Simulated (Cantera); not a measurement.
Mixture: CH4 : O2 : N2 = 1 : 1.11 : 4.18 (molar parts), equivalence ratio 1.8, at 1.00 bar, adiabatic and at constant volume. Ignition delay is the time to a rise of 400 K.

Detailed kinetics in Cantera: GRI-Mech 3.0 (53 species, 325 reactions).

Task: What does this change do: pressure from 1.00 bar to 1.80 bar?

Result: 
```
quantity                                                before       after
--------------------------------------------------  ----------  ----------
delay at 1150 K                                        0.125 s     72.3 ms
delay at 1250 K                                        29.5 ms     17.9 ms
delay at 1350 K                                        7.98 ms     5.00 ms
delay at 1450 K                                        2.43 ms     1.56 ms
delay at 1550 K                                       0.843 ms    0.540 ms
delay at 1650 K                                       0.339 ms    0.213 ms
apparent activation energy between 1450 and 1650 K  200 kJ/mol  200 kJ/mol
```

Task: What does this change do: pressure from 1.00 bar to 39.0 bar?

Result: 
| quantity | before | after |
|---|---|---|
| delay at 1150 K | 0.125 s | 2.33 ms |
| delay at 1250 K | 29.5 ms | 0.701 ms |
| delay at 1350 K | 7.98 ms | 0.246 ms |
| delay at 1450 K | 2.43 ms | 95.1 µs |
| delay at 1550 K | 0.843 ms | 39.5 µs |
| delay at 1650 K | 0.339 ms | 17.3 µs |
| apparent activation energy between 1450 and 1650 K | 200 kJ/mol | 170 kJ/mol |
The pressure lies above the range GRI-Mech 3.0 was tuned for (to about 10 atm).

Task: What does this change do: 0.13 parts H2 added?

Result: 
```
quantity                                                before       after
--------------------------------------------------  ----------  ----------
delay at 1150 K                                        0.125 s     30.4 ms
delay at 1250 K                                        29.5 ms     10.0 ms
delay at 1350 K                                        7.98 ms     3.41 ms
delay at 1450 K                                        2.43 ms     1.25 ms
delay at 1550 K                                       0.843 ms    0.513 ms
delay at 1650 K                                       0.339 ms    0.236 ms
apparent activation energy between 1450 and 1650 K  200 kJ/mol  170 kJ/mol
```
